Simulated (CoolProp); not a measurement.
Methane along the isotherm 211.6 K: fugacity coefficient from the reference equation and from simpler models built on Tc = 190.6 K, pc = 4.599 MPa, ω = 0.011; each cubic takes its own stable root.

Model: reference Helmholtz-energy equation of state, Setzmann 1991, in CoolProp.

```tsv
p (MPa)	phase	reference	van der Waals	Redlich-Kwong	Soave-Redlich-Kwong	Peng-Robinson
0.0218	gas	0.9988	0.9989	0.9988	0.9988	0.9986
0.0329	gas	0.9983	0.9984	0.9982	0.9982	0.9980
0.0496	gas	0.9974	0.9975	0.9973	0.9973	0.9969
0.0749	gas	0.9960	0.9963	0.9959	0.9959	0.9954
0.113	gas	0.9940	0.9944	0.9938	0.9939	0.9930
0.17	gas	0.9910	0.9915	0.9907	0.9908	0.9895
0.257	gas	0.9864	0.9872	0.9860	0.9861	0.9841
0.388	gas	0.9795	0.9807	0.9789	0.9790	0.9761
0.585	gas	0.9691	0.9709	0.9683	0.9684	0.9641
0.883	gas	0.9536	0.9561	0.9524	0.9525	0.9462
1.33	gas	0.9304	0.9341	0.9287	0.9289	0.9197
2.01	gas	0.8955	0.9007	0.8932	0.8935	0.8803
3.03	gas	0.8440	0.8507	0.8410	0.8414	0.8231
4.57	gas	0.7676	0.7750	0.7642	0.7649	0.7407
6.9	supercritical	0.6540	0.6558	0.6523	0.6534	0.6247
```
